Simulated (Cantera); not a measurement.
Charge: 1 mol C2H2, 0.036 mol H2O, 14 mol N2, held at 750 Torr.

These are equilibrium values from Cantera (NASA tables, ideal gas, pure condensed phases), not measurements of a reactor. Candidate condensed phases: C, C6H6, C7H8, C8H18, H2O; 136 gas species. The numbers say what is thermodynamically allowed, not how fast it happens. All values below are at 2423 K.

Base state: N2 0.919, H2 0.0585, HCN 0.0135, H 0.00429, CO 0.00238, HNC 0.00144, C2H2 (acetylene) 0.000453, CN 5.11e-5 (mole fractions); condensed: C(graphite).

**Question.** What changes in the equilibrium state with this change: H2O from 0.036 to 3.2 mol?

**Answer.** 
| species | before | after |
|---|---|---|
| N2 | 0.919 | 0.690 |
| H2 | 0.0585 | 0.150 |
| CO | 0.00238 | 0.0931 |
| H2O | 4.13e-9 | 0.0531 |
| HCN | 0.0135 | 1.46e-7 |
| CO2 | <1e-9 | 0.00551 |
| OH | <1e-9 | 0.000460 |
| C2H2 (acetylene) | 0.000453 | <1e-9 |
| HNC | 0.00144 | 1.56e-8 |
| NO | <1e-9 | 5.84e-5 |
| C(graphite), mol | 1.72 | 0 |
